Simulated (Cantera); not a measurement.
Cantera run:

```python
import numpy as np
import cantera as ct

gas_names = """
    H H2 N NH NH2 NH3 N2 N2H2 N2H4 Zr ZrN
""".split()
cond_names = """
    Zr(a) Zr(b) Zr(L) ZrN(s) ZrN(L)
""".split()


# ... load() reads the species with a 1 bar reference pressure and builds the phases ...
atoms = {
    'Zr': {'Zr': 1},
    'N2': {'N': 2},
    'H2': {'H': 2},
}
top_T = {}  # K; cautious upper limits of use, not melting points


# ... equilibrate(T, P, feed) seeds the gas with the atoms and calls Mixture.equilibrate('TP', solver="vcs", rtol=1e-11, max_steps=5000) ...
results = []
feed = {'Zr': 1, 'N2': 1.7, 'H2': 6.9}  # mol
T = 2400  # K
for P in [0.1, 1, 10, 100, 1000, 10000, 100000, 1000000]:
    mix = equilibrate(T, P, feed)
    results.append((T, P, feed, dict(zip(mix.species_names, mix.species_moles))))

top = {s: max(r[3][s] / sum(r[3][g] for g in gas_names) for r in results) for s in gas_names}
cols = sorted((s for s in top if top[s] > 1e-06), key=lambda s: -top[s])[:9]
seen = [c for c in cond_names if any(r[3].get(c, 0) > 1e-12 for r in results)]
print("log10 of partial pressures in bar; condensed amounts in mol")
print(f"{'P/Pa':>10s}" + "".join(f"{s[:9]:>10s}" for s in cols + seen))
for T, P, feed, n in results:
    ng = sum(n[g] for g in gas_names)
    print(f"{P:10.4g}" + "".join(f"{np.log10(max(n[s] / ng * P / 1e5, 1e-99)):10.3f}" for s in cols)
          + "".join(f"{n.get(c, 0):10.4g}" for c in seen))
```

It prints:

```
log10 of partial pressures in bar; condensed amounts in mol
      P/Pa        H2         H        N2        Zr         N       NH3    ZrN(s)
       0.1    -8.562    -6.079    -6.986    -7.216   -10.446   -21.272         0
         1    -6.589    -5.093    -5.978    -6.214    -9.942   -17.808   0.01793
        10    -4.707    -4.152    -5.016    -6.695    -9.461   -14.504    0.9746
       100    -3.287    -3.442    -3.916    -7.244    -8.911   -11.824    0.9994
      1000    -2.139    -2.868    -2.860    -7.772    -8.383    -9.575         1
     1e+04    -1.092    -2.344    -1.839    -8.283    -7.873    -7.493         1
     1e+05    -0.077    -1.837    -0.832    -8.786    -7.369    -5.468         1
     1e+06     0.928    -1.334     0.170    -9.287    -6.868    -3.459         1
```

Method: chemical equilibrium by Gibbs-energy minimisation in Cantera with the NASA 1993 tables (ideal gas, pure condensed phases). ZrN: taken at fixed stoichiometry.
